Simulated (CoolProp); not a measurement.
Vapour-liquid equilibrium of R113 (1) + acetone (2) at 0.494 bar; x and y are mole fractions of (1).

Values from CoolProp's multi-fluid Helmholtz-energy mixture model, Marx 1992 and Lemmon 2006; pair parameters Bell 2016.

**Question.** Give the bubble temperature and the first vapour's composition at x = 0.5, 0.65, 0.8. Is there an azeotrope?

**Answer.** x = 0.5: 298.1 K, y = 0.597; x = 0.65: 297.7 K, y = 0.667; x = 0.8: 297.9 K, y = 0.756. y crosses x between x = 0.65 and 0.8: the model has an azeotrope there.

The pair parameters rest on a limited set of measurements; away from them the model extrapolates.
